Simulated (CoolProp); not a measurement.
Properties of isobutene at several states (Tc = 418.1 K, pc = 4.016 MPa, ω = 0.193).

Model: reference Helmholtz-energy equation of state, Lemmon 2005, in CoolProp. It is a short technical equation, of lower accuracy than the large ones.

```csv
T (K),p (MPa),phase,Z,cv (kJ/(kg K)),speed of sound (m/s),Joule-Thomson coefficient (K/MPa),expansivity (1/kK)
420.8,0.0305,gas,0.9974,1.911,258.7,(withheld),2.397
347.5,0.0226,gas,0.9964,(withheld),236.3,(withheld),2.912
492.2,0.0279,gas,0.9986,(withheld),(withheld),5.376,2.041
```

### Question
What belongs in the gaps?

### Answer

- 420.8, Joule-Thomson coefficient (K/MPa): 8.375
- 347.5, cv (kJ/(kg K)): 1.634
- 347.5, Joule-Thomson coefficient (K/MPa): 15.34
- 492.2, cv (kJ/(kg K)): 2.157
- 492.2, speed of sound (m/s): 278.9
